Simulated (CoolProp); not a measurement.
A single-stage vapour-compression cycle with sulfur dioxide: evaporating at 309.15 K (dew point), condensing at 344.15 K (bubble point), superheat 8 K, subcooling 8 K, compressor efficiency 0.6, no pressure losses. Each further row changes one setting.

Model: reference Helmholtz-energy equation of state, Gao 2016, in CoolProp.

| case | cooling COP | pressure ratio | discharge temperature (K) | refrigerating effect (kJ/kg) | volumetric capacity (kJ/m³) |
|---|---|---|---|---|---|
| as stated | 4.71 | 2.60 | 420.3 | 312 | 4590 |
| evaporating temperature 314.15 K | 5.67 | [?] | 408.6 | 314 | 5340 |
| condensing temperature 339.15 K | 5.60 | 2.30 | 406.2 | 319 | 4700 |
| subcooling 13 K | 4.82 | 2.60 | 420.3 | 319 | 4700 |
| superheat 18 K | 4.63 | 2.60 | [?] | 319 | 4510 |
| compressor efficiency 0.5 | [?] | 2.60 | [?] | 312 | 4590 |

### Question
Some entries are withheld; supply them.

### Answer

- evaporating temperature 314.15 K, pressure ratio: 2.24
- superheat 18 K, discharge temperature (K): 433.6
- compressor efficiency 0.5, cooling COP: 3.93
- compressor efficiency 0.5, discharge temperature (K): 437.4
